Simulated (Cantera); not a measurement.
Mixture: 3.85 % CH4, 4.62 % H2, 19.2 % O2, 72.3 % N2, equivalence ratio 0.52, at 7130 Torr, adiabatic and at constant volume. Ignition delay is the time to a rise of 400 K.

Cantera simulation using GRI-Mech 3.0 (53 species, 325 reactions); the numbers are that mechanism's predictions, not measurements.

Task: Predict: delay at 1000 K; delay at 1100 K; delay at 1200 K; delay at 1300 K; delay at 1400 K; delay at 1500 K; delay at 1600 K; apparent activation energy between 1400 and 1600 K.

Result: 
```json
{
 "delay at 1000 K": "16.0 ms",
 "delay at 1100 K": "1.50 ms",
 "delay at 1200 K": "0.196 ms",
 "delay at 1300 K": "55.7 µs",
 "delay at 1400 K": "24.2 µs",
 "delay at 1500 K": "12.7 µs",
 "delay at 1600 K": "7.45 µs",
 "apparent activation energy between 1400 and 1600 K": "110 kJ/mol"
}
```
